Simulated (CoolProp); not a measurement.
Ethane along the isobar 29.3 bar: Z from the reference equation and from simpler models built on Tc = 32.2 °C, pc = 48.72 bar, ω = 0.099; each cubic takes its own stable root.

Computed with CoolProp (reference Helmholtz-energy equation of state, Bücker 2006).

| T (°C) | phase | reference |
|---|---|---|
| -96.45 | liquid | 0.1078 |
| -87.95 | liquid | 0.1048 |
| -79.35 | liquid | 0.1022 |
| -70.85 | liquid | 0.09992 |
| -62.35 | liquid | 0.09800 |
| -53.85 | liquid | 0.09641 |
| -45.35 | liquid | 0.09515 |
| -36.85 | liquid | 0.09423 |
| -28.35 | liquid | 0.09370 |
| -19.75 | liquid | 0.09362 |
| -11.25 | liquid | 0.09411 |
| -2.75 | liquid | 0.09541 |
| 5.75 | liquid | 0.09808 |
| 14.25 | gas | 0.6712 |

How far does each simpler model (van der Waals, Redlich-Kwong, Soave-Redlich-Kwong, Peng-Robinson) lie from the reference over these 14 states: mean and median of the absolute difference, and the worst?


- van der Waals: mean 127.5 %, median 52.2 %, worst +611.8 % at 5.75 °C and 29.3 bar
- Redlich-Kwong: mean 7.3 %, median 6.0 %, worst +16.6 % at 5.75 °C and 29.3 bar
- Soave-Redlich-Kwong: mean 6.1 %, median 4.9 %, worst +14.1 % at 5.75 °C and 29.3 bar
- Peng-Robinson: mean 5.7 %, median 6.8 %, worst -8.1 % at -87.95 °C and 29.3 bar

At some of these states van der Waals gives the other phase, because its saturation line lies elsewhere.
